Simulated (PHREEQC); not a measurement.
PHREEQC input (ion-association model, wateq4f.dat):

```
SOLUTION_MASTER_SPECIES
  An  An-  0  An  62.0  # stands for a non-complexing anion
SOLUTION_SPECIES
  An- = An-
    -log_k 0
    -gamma 3.0 0
PHASES
  Fix_H+
    H+ = H+
    -log_k 0
SOLUTION 1
  temp 25
  units mmol/kgw
  pH 7 charge
  Cl 0.2696
  Zn 0.0048
  Ba 0.13
  Na 300
  An 300
END
SELECTED_OUTPUT 1
  -reset false
  -pH true
  -pe true
  -ionic_strength true
  -water true
  -totals Ba Cl Na Zn
  -molalities Hfo_wOH Hfo_wOH2+ Hfo_wO- Hfo_sOH Hfo_sOH2+ Hfo_sO- Hfo_sOHBa+2 Hfo_wOBa+ Hfo_sOZn+ Hfo_wOZn+
  -saturation_indices Zincite(c) Zn5(OH)8Cl2 Halite
USER_PUNCH 1
  -headings sigma psi
  10 PUNCH EDL("sigma", "Hfo"), EDL("psi", "Hfo")
PRINT
  -reset false
USE solution 1
SURFACE 1
  Hfo_wOH 0.000116854 600 0.052
  Hfo_sOH 2.92135e-06
EQUILIBRIUM_PHASES 1
  Fix_H+ -3 HAn 10
    -force_equality true
  O2(g) -0.68 10
END
# ... the last block is repeated for the other 12 points of pH, with NaOH or the acid as the point needs
```

Selected output (columns that matter, 13 of 13 rows; pH added in front):

```
pH	mu	Ba	Na	Zn	m_Hfo_wOH	m_Hfo_wOH2+	m_Hfo_wO-	m_Hfo_sOH	m_Hfo_sOH2+	si_Zincite(c)	si_Zn5(OH)8Cl2	si_Halite	sigma	psi
3	0.30174	0.00013	0.3	4.8e-06	7.8798e-07	0.00011607	1.2255e-10	1.9699e-08	2.9016e-06	-11.001	-51.293	-5.9814	0.36794	0.12552
3.67	0.30074	0.00013	0.3	4.8e-06	3.4512e-06	0.0001134	2.4061e-09	8.6277e-08	2.8349e-06	-9.661	-45.931	-5.9812	0.35948	0.12443
4.33	0.30052	0.00013	0.3	4.7991e-06	1.2365e-05	0.00010446	3.3531e-08	3.09e-07	2.6104e-06	-8.341	-40.651	-5.9811	0.33103	0.12028
5	0.30046	0.00013	0.3	4.7847e-06	3.1446e-05	8.5141e-05	2.6608e-07	7.8181e-07	2.1167e-06	-7.0023	-35.297	-5.9811	0.26908	0.10988
5.67	0.30044	0.00012999	0.3	4.5842e-06	5.4556e-05	6.1174e-05	1.1146e-06	1.2635e-06	1.4167e-06	-5.6809	-30.03	-5.9811	0.19077	0.092891
6.33	0.30042	0.00012996	0.3	3.4285e-06	7.3126e-05	4.0615e-05	3.0162e-06	1.0086e-06	5.602e-07	-4.4874	-25.383	-5.9811	0.12235	0.071898
7	0.30041	0.00012993	0.3	1.7269e-06	8.4338e-05	2.5447e-05	6.4033e-06	3.1937e-07	9.6364e-08	-3.4468	-21.52	-5.9811	0.069083	0.047939
7.67	0.3004	0.00012978	0.3	3.7248e-07	8.7989e-05	1.5624e-05	1.1352e-05	1.2417e-07	2.2048e-08	-2.7827	-19.539	-5.9811	0.028279	0.021926
8.33	0.3004	0.00012907	0.30002	5.2561e-08	8.6486e-05	9.5111e-06	1.8016e-05	6.3329e-08	6.9645e-09	-2.3965	-18.928	-5.9811	-0.0060263	-0.0048085
9	0.30042	0.00012744	0.30004	2.3607e-08	7.9372e-05	5.1805e-06	2.7859e-05	1.8913e-08	1.2344e-09	-1.9888	-18.23	-5.9811	-0.041251	-0.031039
9.67	0.30047	0.00012265	0.30012	4.9057e-08	6.2818e-05	2.1157e-06	4.2729e-05	4.3935e-09	1.4797e-10	-1.5412	-17.332	-5.981	-0.080083	-0.053676
10.33	0.30071	0.00011044	0.3004	2.6071e-07	3.2999e-05	4.0059e-07	6.2274e-05	1.8461e-09	2.241e-11	-0.8328	-15.11	-5.9806	-0.10854	-0.066503
11	0.30186	9.9225e-05	0.30158	2.2044e-06	1.0614e-05	3.4074e-08	7.5745e-05	1.3207e-09	4.2396e-12	-0.0314	-12.444	-5.9792	-0.12283	-0.071965
```

The oxide is taken as insoluble; below pH 4 it would dissolve.
